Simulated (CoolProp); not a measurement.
Vapour-liquid equilibrium of propane (1) + benzene (2) at 38.25 °C; x and y are mole fractions of (1).

Computed with CoolProp (multi-fluid Helmholtz-energy mixture model, Lemmon 2009 and Thol 2012; pair parameters Bell 2016).

```tsv
x	bubble pressure, mixture model (bar)	bubble pressure, Raoult's law (bar)	y, mixture model	y, Raoult's law
0.05	1.380	0.8730	0.836	0.753
0.2	4.014	2.811	0.946	0.935
0.35	5.896	4.750	0.965	0.969
0.5	7.435	6.688	0.975	0.983
0.65	8.887	8.626	0.982	0.991
0.8	10.45	10.56	0.989	0.996
0.95	12.37	12.50	0.997	0.999
```

The largest gap from Raoult's law is +58.1 % in bubble pressure, at x = 0.05. No azeotrope shows between x = 0.05 and 0.95.

Pair parameters are fitted to limited data, so mixtures are less certain than the pure fluids. The gap from Raoult's law changes sign with composition, which may be real or a fault of the pair parameters; it wasn't checked against measurements. With so large a gap from Raoult's law the liquid may split in two, which this calculation doesn't test in full.
